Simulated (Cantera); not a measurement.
Cantera run:

```python
import numpy as np
import cantera as ct

gas_names = """
    C CN CO CO2 C2 CCN CNC C2N2 C2O C3 C3O2 C4 C4N2 C5 N NCO NO NO2 NO3 N2 N2O O O2 O3 Si SiC SiC2 SiN
    SiO SiO2 Si2 Si2C Si2N Si3
""".split()
cond_names = """
    C(gr) Si(cr) Si(L) SiC(b) SiO2(Lqz) SiO2(hqz) SiO2(L) Si2N2O(s) Si3N4(a)
""".split()


# ... load() reads the species with a 1 bar reference pressure and builds the phases ...
atoms = {
    'SiO2': {'Si': 1, 'O': 2},
    'C': {'C': 1},
    'N2': {'N': 2},
}
top_T = {'C(gr)': 4500, 'SiC(b)': 3050, 'Si2N2O(s)': 2100, 'Si3N4(a)': 2400}  # K; cautious upper limits of use, not melting points


# ... equilibrate(T, P, feed) seeds the gas with the atoms and calls Mixture.equilibrate('TP', solver="vcs", rtol=1e-11, max_steps=5000) ...
results = []
feed = {'SiO2': 1, 'C': 0.066, 'N2': 0.054}  # mol
T = 2148.15  # K
P = 82000  # Pa
mix = equilibrate(T, P, feed)
results.append((T, P, feed, dict(zip(mix.species_names, mix.species_moles))))
print(gas.report(threshold=1e-06))
for i in range(1, mix.n_phases):
    print(f"{mix.phase(i).name:16s} {mix.phase_moles(i):12.5e} mol")
```

Output:

```
       temperature   2148.2 K
          pressure   82000 Pa
           density   0.1548 kg/m^3
  mean mol. weight   33.718 kg/kmol
   phase of matter   gas

                          1 kg             1 kmol
                     ---------------   ---------------
          enthalpy       -3.4709e+05       -1.1703e+07  J
   internal energy       -8.7679e+05       -2.9564e+07  J
           entropy            8201.1        2.7653e+05  J/K
    Gibbs function       -1.7964e+07       -6.0573e+08  J
 heat capacity c_p            1090.5             36770  J/K
 heat capacity c_v            843.92             28456  J/K

                      mass frac. Y      mole frac. X     chem. pot. / RT
                     ---------------   ---------------   ---------------
                CO           0.29461           0.35465           -35.372
               CO2        0.00019147         0.0001467            -63.15
                N2           0.24118           0.29028            -28.62
                Si        1.4891e-05        1.7878e-05           -8.9981
               SiN        2.0406e-06        1.6346e-06           -23.308
               SiO             0.464            0.3549           -36.776
              SiO2        5.9439e-06        3.3357e-06           -64.554
     [  +27 minor]        3.4604e-07        2.0434e-07

C(gr)             0.00000e+00 mol
Si(L)             0.00000e+00 mol
SiC(b)            0.00000e+00 mol
SiO2(L)           9.33976e-01 mol
Si3N4(a)          0.00000e+00 mol
```

Equilibrium computed with Cantera from the NASA thermochemical tables; the gas is ideal and each condensed phase is pure. The tables hold silica as quartz up to 1696 K and as liquid above; real silica turns to tridymite and cristobalite and melts near 1996 K.
